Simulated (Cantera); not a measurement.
A closed system holds: 1 mol Al, 5.6 mol H2O, 6.8 mol CO, held at 1500 °C and 128 Torr.

These are equilibrium values from Cantera (NASA tables, ideal gas, pure condensed phases), not measurements of a reactor. Candidate condensed phases: Al, Al2O3, C, C6H6, C7H8, C8H18, H2O; 121 gas species. Gases not in the tables: Al(OH)3. Rates play no part.

Problem. What is the equilibrium state?

Solution. 
* **x(CO)**: 0.437
* **x(H2)**: 0.232
* **x(H2O)**: 0.219
* **x(CO2)**: 0.111
* **x(H)**: 0.000332
* **x(OH)**: 1.95e-5
* **n(Al2O3(s))**: 0.500 mol
* **gas amount**: 12.40 mol
* **log10 activity of C(graphite) (absent)**: -4.59
* **log10 activity of Al(l) (absent)**: -9.70
